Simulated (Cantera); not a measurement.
An isothermal, constant-pressure homogeneous reactor starts with C₂H₆ : N₂ = 1 : 4.3 (molar parts), at 1848 K and 0.00543 atm.

Computed with Cantera and GRI-Mech 3.0 (53 species, 325 reactions). GRI-Mech 3.0 stops at C3 and has no aromatics, soot or wall deposition, so with more carbon than oxygen in the feed, carbon stays in small species such as C2H2 where larger ones or solid carbon would form. Radical loss at walls, strong at low pressure, is not modelled.

One state of this run: x C₂H₆ = 4.51e-6; x CH₃ = 0.00215; x CH₂ = 7.08e-6; x H = 0.000914; x H₂ = 0.236; x C₂H₂ = 0.125; x CH₄ = 0.0286. x: mole fraction; the columns are a selection and need not sum to one.

Q: Which value of t (s) does it belong to?
A) 0.0366
B) 8.18e-6
C) 6.69e-5
D) 0.299

A: A, 0.0366
